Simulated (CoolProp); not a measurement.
Dimethyl carbonate along the isobar 13.9 MPa: fugacity coefficient from the reference equation and from simpler models built on Tc = 557.0 K, pc = 4.909 MPa, ω = 0.346; each cubic takes its own stable root.

Model: reference Helmholtz-energy equation of state, Zhou 2011, in CoolProp.

| T (K) | phase | reference | van der Waals | Soave-Redlich-Kwong | Peng-Robinson |
|---|---|---|---|---|---|
| 322.6 | liquid | 0.002538 | [?] | 0.002569 | 0.002521 |
| 343.2 | liquid | 0.005571 | 0.06564 | 0.005702 | 0.005514 |
| 363.9 | liquid | [?] | 0.08565 | 0.01136 | 0.01086 |
| 384.6 | liquid | 0.01972 | 0.1084 | 0.02061 | 0.01955 |
| 405.2 | liquid | 0.03273 | 0.1336 | 0.03449 | 0.03252 |
| 425.9 | liquid | 0.05103 | [?] | 0.05418 | 0.05086 |
| 446.6 | liquid | [?] | 0.1909 | 0.08040 | 0.07526 |
| 467.2 | liquid | 0.1058 | 0.2222 | 0.1134 | 0.1060 |
| 487.9 | liquid | 0.1430 | 0.2549 | 0.1536 | 0.1434 |
| 508.6 | liquid | 0.1864 | 0.2888 | 0.2003 | 0.1869 |
| 529.2 | liquid | 0.2352 | 0.3232 | 0.2525 | 0.2356 |
| 549.9 | liquid | 0.2887 | 0.3582 | 0.3092 | 0.2887 |
| 570.5 | supercritical | 0.3450 | 0.3931 | 0.3683 | 0.3441 |

### Question
Complete the blanks.

### Answer

- 322.6, van der Waals: 0.04859
- 363.9, reference: 0.01098
- 425.9, van der Waals: 0.1613
- 446.6, reference: 0.07530
